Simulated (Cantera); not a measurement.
Feed: 1 mol CH2F2, 0.0091 mol CH4, 0.09 mol H2, equilibrated at 1825 °C and 20.0 mbar.

Cantera equilibrium calculation (NASA polynomials, part measured and part estimated; ideal gas, pure solids and liquids). Candidate condensed phases: C, C6H6, C7H8, C8H18; 95 gas species. Kinetics and transport are ignored.

Base state: HF 0.946, H2 0.0488, H 0.00480, C2H2 (acetylene) 6.96e-5, F 5.60e-5 (mole fractions); condensed: C(graphite).

Problem. What changes in the equilibrium state with this change: temperature from 1825 °C to 1725 °C?

Solution. 
```json
[
 {"species": "HF", "before": "0.946", "after": "0.947"},
 {"species": "H2", "before": "0.0488", "after": "0.0500"},
 {"species": "H", "before": "0.00480", "after": "0.00254"},
 {"species": "F", "before": "5.60e-5", "after": "1.96e-5"},
 {"species": "C2H2 (acetylene)", "before": "6.96e-5", "after": "3.79e-5"},
 {"species": "C(graphite), mol", "before": "1.01", "after": "1.01"}
]
```
